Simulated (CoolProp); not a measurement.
Vapour-liquid equilibrium of acetone (1) + n-decane (2) at 335.5 K; x and y are mole fractions of (1).

Computed with CoolProp (multi-fluid Helmholtz-energy mixture model, Lemmon 2006 and Lemmon 2006; pair parameters Bell 2016).

**Question.** Give the bubble pressure and the first vapour's composition at x = 0.35, 0.5, 0.65. Is there an azeotrope?

**Answer.** x = 0.35: 0.7989 bar, y = 0.983; x = 0.5: 0.9235 bar, y = 0.987; x = 0.65: 0.9919 bar, y = 0.989. No azeotrope shows between x = 0.05 and 0.95.

The pair parameters rest on a limited set of measurements; away from them the model extrapolates. With so large a gap from Raoult's law the liquid may split in two, which this calculation doesn't test in full.
